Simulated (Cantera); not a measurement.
Input: 1 mol Ta₂O₅, 2.3 mol CH₄, 0.13 mol CO, at 10.0 mbar.

Cantera equilibrium calculation (NASA polynomials, part measured and part estimated; ideal gas, pure solids and liquids). Candidate condensed phases: C, C₆H₆, C₇H₈, C₈H₁₈, H₂O, Ta, TaC, Ta₂O₅; 113 gas species. Mutual solubility and eutectic melting of coexisting phases are not modelled. TaC: taken at fixed stoichiometry. Condensed phases not in the tables: Ta₂C. Rates play no part.

Question: At 1773 K, list the 4 most abundant gas species with their mole fractions, and the condensed phases.

Answer: H₂ 0.719, CO 0.278, H 0.00241, H₂O 0.00101. Condensed: TaC(s) + Ta₂O₅(s).
